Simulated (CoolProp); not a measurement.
Vapour-liquid equilibrium of R134a (1) + R227EA (2) at 0.0316 bar; x and y are mole fractions of (1).

Model: multi-fluid Helmholtz-energy mixture model, Tillner-Roth 1994 and Lemmon 2016; pair parameters Bell 2016, in CoolProp.

Q: Give the bubble temperature and the first vapour's composition at x = 0.05, 0.85, 0.95. Is there an azeotrope?

A: x = 0.05: 197.5 K, y = 0.105; x = 0.85: 191.8 K, y = 0.890; x = 0.95: 191.5 K, y = 0.962. No azeotrope shows between x = 0.05 and 0.95.

Pair parameters are fitted to limited data, so mixtures are less certain than the pure fluids.
